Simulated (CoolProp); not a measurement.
Model: reference Helmholtz-energy equation of state, Thol 2022, in CoolProp.

### Question
For vinyl chloride, give the phase and the cp (kJ/(kg K)), Joule-Thomson coefficient (K/MPa) at 151.7 K and 0.652 MPa; 382.7 K and 0.0228 MPa.

### Answer
- 151.7 K and 0.652 MPa: liquid; cp 1.65, Joule-Thomson coefficient -0.389
- 382.7 K and 0.0228 MPa: gas; cp 1.01, Joule-Thomson coefficient 12.8
